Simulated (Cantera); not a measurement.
A Cantera script and its output.

```python
import numpy as np
import cantera as ct

gas = ct.Solution("gri30.yaml")
gas.TPX = 1350, 13332, {'C2H6': 1, 'H2': 9.4}
reactor = ct.IdealGasConstPressureReactor(gas, energy="off", clone=False)
net = ct.ReactorNet([reactor])
net.rtol, net.atol = 1e-08, 1e-18
show = ['C2H6', 'H2', 'CH3', 'CH2', 'C2H4', 'C2H2']
times = np.geomspace(0.0003, 20, 14)

steps = ct.SolutionArray(gas, extra=["t"])
rows = []
print(f"{'t/s':>10s}{'T/K':>9s}{'P/Pa':>11s}" + "".join(f"{s:>11s}" for s in show))
for t in times:
    while net.time < t:
        t_next = net.step()
        steps.append(gas.state, t=t_next)
    rows.append([np.interp(t, steps.t, y) for y in (steps.T, steps.P, *steps(*show).X.T)])
    print(f"{t:10.3e}{rows[-1][0]:9.1f}{rows[-1][1]:11.4g}" + "".join(f"{x:11.3e}" for x in rows[-1][2:]))
rate = np.gradient(steps.T, steps.t)
print("integrator steps:", len(steps.t))
if steps.T.max() > steps.T[0] + 200:
    print(f"time of steepest temperature rise: {steps.t[rate.argmax()]:.4e} s")
gas.TPX = 1350, 13332, {'C2H6': 1, 'H2': 9.4}
gas.equilibrate("TP")
print(f"equilibrium (TP): T = {gas.T:.1f} K  " + "  ".join(f"{s} {gas[s].X[0]:.3e}" for s in show))
```

Result:

```
       t/s      T/K       P/Pa       C2H6         H2        CH3        CH2       C2H4       C2H2
 3.000e-04   1350.0  1.333e+04  8.494e-02  9.023e-01  3.576e-04  3.207e-08  7.631e-03  2.102e-05
 7.050e-04   1350.0  1.333e+04  6.078e-02  8.974e-01  4.627e-04  5.201e-08  2.337e-02  2.668e-04
 1.657e-03   1350.0  1.333e+04  2.572e-02  8.892e-01  3.114e-04  3.218e-08  4.453e-02  1.682e-03
 3.893e-03   1350.0  1.333e+04  5.070e-03  8.848e-01  1.260e-04  8.383e-09  5.399e-02  5.531e-03
 9.150e-03   1350.0  1.333e+04  8.518e-04  8.846e-01  4.968e-05  1.537e-09  5.190e-02  1.024e-02
 2.150e-02   1350.0  1.333e+04  2.291e-04  8.849e-01  2.483e-05  4.051e-10  4.728e-02  1.491e-02
 5.053e-02   1350.0  1.333e+04  1.307e-04  8.854e-01  1.850e-05  2.282e-10  4.090e-02  2.085e-02
 1.187e-01   1350.0  1.333e+04  9.597e-05  8.862e-01  1.683e-05  1.875e-10  3.097e-02  3.000e-02
 2.790e-01   1350.0  1.333e+04  5.850e-05  8.872e-01  1.456e-05  1.384e-10  1.902e-02  4.098e-02
 6.558e-01   1350.0  1.333e+04  3.327e-05  8.876e-01  1.224e-05  9.629e-11  1.097e-02  4.828e-02
 1.541e+00   1350.0  1.333e+04  2.653e-05  8.874e-01  1.149e-05  8.336e-11  8.792e-03  4.995e-02
 3.622e+00   1350.0  1.333e+04  2.596e-05  8.863e-01  1.160e-05  8.214e-11  8.580e-03  4.937e-02
 8.511e+00   1350.0  1.333e+04  2.536e-05  8.841e-01  1.190e-05  8.066e-11  8.324e-03  4.797e-02
 2.000e+01   1350.0  1.333e+04  2.426e-05  8.797e-01  1.241e-05  7.772e-11  7.836e-03  4.527e-02
integrator steps: 1081
equilibrium (TP): T = 1350.0 K  C2H6 2.031e-05  H2 8.609e-01  CH3 1.402e-05  CH2 6.618e-11  C2H4 5.745e-03  C2H2 3.350e-02
```

Model: GRI-Mech 3.0 (53 species, 325 reactions), integrated in Cantera. GRI-Mech 3.0 stops at C3 and has no aromatics, soot or wall deposition, so with more carbon than oxygen in the feed, carbon stays in small species such as C2H2 where larger ones or solid carbon would form.
